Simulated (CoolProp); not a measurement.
Vapour-liquid equilibrium of propane (1) + n-pentane (2) at 0.114 MPa; x and y are mole fractions of (1).

Values from CoolProp's multi-fluid Helmholtz-energy mixture model, Lemmon 2009 and Thol 2019; pair parameters Kunz 2012.

### Question
Give the bubble temperature and the first vapour's composition at x = 0.05, 0.25, 0.35. Is there an azeotrope?

### Answer
x = 0.05: 297.2 K, y = 0.437; x = 0.25: 264.5 K, y = 0.884; x = 0.35: 256.6 K, y = 0.931. No azeotrope shows between x = 0.05 and 0.95.

Pair parameters are fitted to limited data, so mixtures are less certain than the pure fluids.
